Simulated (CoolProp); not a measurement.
Vapour-liquid equilibrium of toluene (1) + n-nonane (2) at 0.000395 MPa; x and y are mole fractions of (1).

Model: multi-fluid Helmholtz-energy mixture model, Lemmon 2006 and Lemmon 2006; pair parameters Bell 2016, in CoolProp.

Question: Give the bubble temperature and the first vapour's composition at x = 0.35, 0.55, 0.65. Is there an azeotrope?

Answer: x = 0.35: 269.5 K, y = 0.868; x = 0.55: 265.8 K, y = 0.923; x = 0.65: 264.6 K, y = 0.941. No azeotrope shows between x = 0.05 and 0.95.

Pair parameters are fitted to limited data, so mixtures are less certain than the pure fluids.
